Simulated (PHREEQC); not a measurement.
Dissolve 160 mmol/kgw ZnSO4 and 3.9 mmol/kgw KCl at 25 °C. Closed to the air; pH follows from the charge balance.

The numbers come from PHREEQC with the ion-association model, phreeqc.dat.

Problem. The ionic strength comes out as 0.317 mol/kgw. What activity coefficients do KSO4-, Zn(SO4)2-2, Cl-, H+, K+ get?

Solution. KSO4- 0.72, Zn(SO4)2-2 0.29, Cl- 0.68, H+ 0.78, K+ 0.68.

This is a speciation only: nothing precipitates in the calculation. Complexes and solids missing from the database can't appear.
